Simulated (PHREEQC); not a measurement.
**Sulfide liquor**

Make-up at 20 °C: 0.0072 mol/kgw H2S, 0.017 mol/kgw NaHCO3 and 0.00085 mol/kgw ZnCl2. Closed to the air; pH follows from the charge balance.

Computed with PHREEQC (ion-association model, wateq4f.dat).

Each row changes one thing in this solution. Precipitation was switched off in this run.

```
case                            pH  ionic strength (mol/kgw)  CO2 (mol/kgw)  H2S (mol/kgw)  HS- (mol/kgw)  CO3-2 (mol/kgw)  SI of Nahcolite (NaHCO3)  SI of Natron (Na2CO3:10H2O)
----------------------------  ----  ------------------------  -------------  -------------  -------------  ---------------  ------------------------  ---------------------------
as made                       6.83                    0.0169        0.00407        0.00313        0.00234          5.22e-6                     -3.18                        -7.65
temperature from 20 to 50 °C  6.66                    0.0169        0.00458        0.00263        0.00284          5.54e-6                (withheld)                        -8.73
temperature from 20 to 45 °C  6.67                    0.0169        0.00450        0.00271        0.00276          5.47e-6                (withheld)                   (withheld)
ZnCl2 left out                6.92                    0.0169        0.00346        0.00375        0.00345          6.74e-6                (withheld)                   (withheld)
```

Task: Fill in the missing entries.

Result: 
- temperature from 20 to 50 °C, SI of Nahcolite (NaHCO3): -3.46
- temperature from 20 to 45 °C, SI of Nahcolite (NaHCO3): -3.41
- temperature from 20 to 45 °C, SI of Natron (Na2CO3:10H2O): -8.56
- ZnCl2 left out, SI of Nahcolite (NaHCO3): -3.16
- ZnCl2 left out, SI of Natron (Na2CO3:10H2O): -7.53

Some of these states are supersaturated (in ZnS(a), Sphalerite (slow to form), for instance). Constants without temperature data keep their 25 °C values here. The polysulfide entries of wateq4f.dat were taken out for this run.
